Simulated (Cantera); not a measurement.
Feed: 1 mol B₂O₃, 0.22 mol O₂, held at 0.310 bar.

Cantera equilibrium calculation (NASA polynomials, part measured and part estimated; ideal gas, pure solids and liquids). Candidate condensed phases: B, B₂O₃; 10 gas species. Equilibrium is a limit: real reactors are often held back by kinetics, nucleation or transport. All values below are at 1177 °C.

Base state: O₂ 1.000, B₂O₃ 2.42e-5, BO₂ 1.07e-5 (mole fractions); condensed: B₂O₃(l).

### Question
What changes in the equilibrium state with this change: 0.0031 mol Cl₂ added?

### Answer
```csv
species,before,after
O₂,1.000,0.982
Cl₂,0,0.0101
Cl,0,0.00743
B₂O₃,2.42e-5,2.42e-5
ClO,0,0.000108
BOCl,0,1.08e-5
"B₂O₃(l), mol",1.000,1.000
```
The tables' values for BOCl are old estimates; treat these amounts as uncertain.
